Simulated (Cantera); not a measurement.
# Premixed flame

A freely propagating, adiabatic, planar premixed flame of 3.55 % CH₄, 3.09 % C₂H₆, 0.569 % C₃H₈, 16.0 % O₂, 76.8 % N₂, unburnt at 375 K and 0.320 bar; mixture-averaged transport, grid criteria slope 0.08 and curve 0.16, no radiation.

Computed with Cantera and GRI-Mech 3.0 (53 species, 325 reactions). Burning velocities carry a grid error of a few per cent, more on coarse grids.

| z (mm) | T (K) | u (m/s) | x CH₄ | x C₂H₆ | x C₃H₈ | x CO | x N₂O | x CH₂CO |
|---|---|---|---|---|---|---|---|---|
| -4.43 | 375 | 0.379 | 0.0355 | 0.0309 | 0.00568 | 6.74e-6 | <1e-8 | <1e-8 |
| -2.95 | 379 | 0.384 | 0.0352 | 0.0307 | 0.00566 | 0.000111 | <1e-8 | 1.23e-7 |
| -2.21 | 393 | 0.400 | 0.0348 | 0.0305 | 0.00563 | 0.000485 | <1e-8 | 8.13e-7 |
| -1.48 | 496 | 0.511 | 0.0325 | 0.0292 | 0.00548 | 0.00383 | <1e-8 | 1.50e-5 |
| -0.738 | 942 | 0.997 | 0.0235 | 0.0195 | 0.00380 | 0.0230 | <1e-8 | 0.000202 |
| -0.369 | 1310 | 1.41 | 0.0150 | 0.00809 | 0.00130 | 0.0434 | <1e-8 | 0.000492 |
| 0 | 1631 | 1.78 | 0.00511 | 0.000535 | 2.90e-5 | 0.0635 | <1e-8 | 0.000366 |
| 0.369 | 1772 | 1.94 | 0.000655 | 3.03e-6 | 1.28e-8 | 0.0676 | <1e-8 | 4.37e-5 |
| 0.738 | 1808 | 1.97 | 5.16e-5 | 1.15e-8 | <1e-8 | 0.0632 | <1e-8 | 2.54e-6 |
| 1.48 | 1825 | 1.98 | 4.09e-7 | <1e-8 | <1e-8 | 0.0571 | <1e-8 | 3.43e-8 |
| 2.95 | 1839 | 2.00 | <1e-8 | <1e-8 | <1e-8 | 0.0544 | <1e-8 | <1e-8 |
| 5.90 | 1855 | 2.01 | <1e-8 | <1e-8 | <1e-8 | 0.0544 | <1e-8 | <1e-8 |
| 11.8 | 1875 | 2.03 | <1e-8 | <1e-8 | <1e-8 | 0.0547 | <1e-8 | <1e-8 |
x: mole fraction of selected species; z is measured from the peak of heat release.

* **laminar burning velocity**: 37.8 cm/s
* **thermal thickness**: 1.48 mm
* **peak x(CO)**: 0.0680
* **peak x(CH₂CO)**: 0.000547
* **grid points**: 152
